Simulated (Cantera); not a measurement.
Feed: 1 mol TiO₂, a varied amount of CH₄, 0.023 mol CO, at 1527 °C and 0.220 bar.

Cantera equilibrium calculation (NASA polynomials, part measured and part estimated; ideal gas, pure solids and liquids). Candidate condensed phases: C, C₆H₆, C₇H₈, C₈H₁₈, H₂O, Ti, TiC, TiO, TiO₂, Ti₂O₃, Ti₃O₅, Ti₄O₇; 113 gas species. Mutual solubility and eutectic melting of coexisting phases are not modelled. TiC: taken at fixed stoichiometry. The numbers say what is thermodynamically allowed, not how fast it happens.

x: gas mole fraction; n: condensed amount in mol.

```csv
n(CH₄) (mol),x H₂,x CO,x H,x H₂O,n TiC(s),n Ti₂O₃(s),n C(graphite)
0.61,0.674,0.325,0.000627,0.000230,0.0442,0.478,0
1.2,0.717,0.282,0.000646,0.000231,0.280,0.360,0
1.8,0.734,0.266,0.000654,0.000231,0.520,0.240,0
2.3,0.741,0.258,0.000657,0.000231,___,___,0
2.9,0.746,0.253,0.000660,0.000230,0.961,___,0
3.5,0.775,0.224,0.000672,1.09e-5,1.00,0,0.497
4.1,0.801,0.198,0.000683,9.94e-6,1.00,0,1.10
4.7,0.822,0.177,0.000692,9.13e-6,1.00,0,1.70
```

Some entries are withheld; supply them.


- 2.9, n Ti₂O₃(s): 0.0196
- 2.3, n TiC(s): 0.721
- 2.3, n Ti₂O₃(s): 0.140
